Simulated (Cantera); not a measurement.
Feed: 1 mol SiO2, 1.8 mol H2, 1.5 mol H2O, held at 875 K and 100 Torr.

Method: chemical equilibrium by Gibbs-energy minimisation in Cantera with the NASA 1993 tables (ideal gas, pure condensed phases). Candidate condensed phases: H2O, Si, SiO2; 18 gas species. The numbers say what is thermodynamically allowed, not how fast it happens.

Base state: H2 0.545, H2O 0.455 (mole fractions); condensed: SiO2(β-quartz).

Problem. What changes in the equilibrium state with this change: SiO2 replaced by Al2O3?

Solution. 
```json
[
 {"species": "H2", "before": "0.545", "after": "0.545"},
 {"species": "H2O", "before": "0.455", "after": "0.455"},
 {"species": "SiO2(β-quartz), mol", "before": "1.00", "after": "0"},
 {"species": "Al2O3(s), mol", "before": "0", "after": "1.00"}
]
```
Further candidate phases: Al, Al2O3.

Problem. What changes in the equilibrium state with this change: SiO2 replaced by Nb2O5?

Solution. 
```tsv
species	before	after
H2	0.545	0.545
H2O	0.455	0.455
SiO2(β-quartz), mol	1.00	0
Nb2O5(s), mol	0	1.00
```
Condensed phases not in the tables: the oxides between NbO2 and Nb2O5. Further candidate phases: Nb, NbO, NbO2, Nb2O5.
